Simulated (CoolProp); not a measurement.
R1234ze(E) at several states: fugacity coefficient from the reference equation and from simpler models built on Tc = 109.4 °C, pc = 3.635 MPa, ω = 0.313; each cubic takes its own stable root.

Model: reference Helmholtz-energy equation of state, Thol 2016, in CoolProp.

```tsv
T (°C)	p (MPa)	phase	reference	van der Waals	Redlich-Kwong	Soave-Redlich-Kwong	Peng-Robinson
9.85	0.0193	gas	0.9947	0.9968	0.9958	0.9953	0.9950
53.65	0.161	gas	0.9732	0.9809	0.9765	0.9747	0.9728
83.35	8.53	liquid	0.2400	0.3347	0.2761	0.2557	0.2405
-59.05	2.5	liquid	0.005284	0.09328	0.01545	0.005253	0.005410
```
